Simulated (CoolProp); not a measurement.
Hydrogen chloride at 293.15 K and 6.14 MPa is throttled through a valve to 3.32 MPa with no heat exchange. Each further row changes one setting.

The numbers come from the reference Helmholtz-energy equation of state, Thol 2018 in CoolProp.

```tsv
case	temperature change (K)	final phase	final density (kg/m³)
as stated	-10.2	two-phase, vapour fraction 0.071	497
outlet pressure 0.996 MPa	-52.4	two-phase, vapour fraction 0.271	73.3
outlet pressure 4.32 MPa	-0.9	liquid	843
```
